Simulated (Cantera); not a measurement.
Input: 1 mol SiO2, 1.2 mol MgO, 5.6 mol H2O, held at 2450 K and 8.40 mbar.

Equilibrium computed with Cantera from the NASA thermochemical tables; the gas is ideal and each condensed phase is pure. Candidate condensed phases: H2O, Mg, MgO, Mg(OH)2, MgSiO3, Mg2SiO4, Si, SiO2; 24 gas species. The tables' values for SiO2, MgH are old estimates; treat these amounts as uncertain. Condensed phases not in the tables: alloys, solid solutions and most ternary compounds. The numbers say what is thermodynamically allowed, not how fast it happens.

Base state: H2O 0.544, H2 0.0983, O2 0.0787, OH 0.0743, H 0.0687, SiO 0.0655, O 0.0345, Mg 0.0302 (mole fractions); condensed: Mg2SiO4(l).

Q: What changes in the equilibrium state with this change: pressure from 8.40 mbar to 10.0 mbar?

A: 
| species | before | after |
|---|---|---|
| H2O | 0.544 | 0.573 |
| H2 | 0.0983 | 0.0979 |
| O2 | 0.0787 | 0.0739 |
| Mg | 0.0302 | 0.0218 |
| H | 0.0687 | 0.0629 |
| O | 0.0345 | 0.0306 |
| SiO | 0.0655 | 0.0627 |
| OH | 0.0743 | 0.0719 |
| MgO | 0.00165 | 0.00126 |
| MgH | 1.69e-5 | 1.33e-5 |
| MgOH | 0.00160 | 0.00133 |
| Mg(OH)2 | 0.000200 | 0.000192 |
| Mg2SiO4(l), mol | 0.468 | 0.507 |

Q: What changes in the equilibrium state with this change: temperature from 2450 K to 1123.15 K?

A: 
```json
[
 {"species": "H2O", "before": "0.544", "after": "1.000"},
 {"species": "H2", "before": "0.0983", "after": "1.09e-5"},
 {"species": "O2", "before": "0.0787", "after": "5.29e-6"},
 {"species": "SiO", "before": "0.0655", "after": "<1e-9"},
 {"species": "H", "before": "0.0687", "after": "1.54e-9"},
 {"species": "O", "before": "0.0345", "after": "<1e-9"},
 {"species": "Mg", "before": "0.0302", "after": "<1e-9"},
 {"species": "OH", "before": "0.0743", "after": "7.26e-7"},
 {"species": "SiO2", "before": "0.00237", "after": "<1e-9"},
 {"species": "MgO", "before": "0.00165", "after": "<1e-9"},
 {"species": "MgOH", "before": "0.00160", "after": "<1e-9"},
 {"species": "Mg(OH)2", "before": "0.000200", "after": "<1e-9"},
 {"species": "MgH", "before": "1.69e-5", "after": "<1e-9"},
 {"species": "Mg2SiO4(l), mol", "before": "0.468", "after": "0"},
 {"species": "MgSiO3(s), mol", "before": "0", "after": "0.800"},
 {"species": "Mg2SiO4(s), mol", "before": "0", "after": "0.200"}
]
```
Mutual solubility and eutectic melting of coexisting phases are not modelled.

Q: What changes in the equilibrium state with this change: temperature from 2450 K to 798.15 K?

A: 
```tsv
species	before	after
H2O	0.544	1.00
H2	0.0983	8.15e-9
O2	0.0787	4.05e-9
OH	0.0743	<1e-9
H	0.0687	<1e-9
SiO	0.0655	<1e-9
O	0.0345	<1e-9
Mg	0.0302	<1e-9
SiO2	0.00237	<1e-9
MgO	0.00165	<1e-9
MgOH	0.00160	<1e-9
Mg(OH)2	0.000200	<1e-9
MgH	1.69e-5	<1e-9
Mg2SiO4(l), mol	0.468	0
MgSiO3(s), mol	0	0.800
Mg2SiO4(s), mol	0	0.200
```
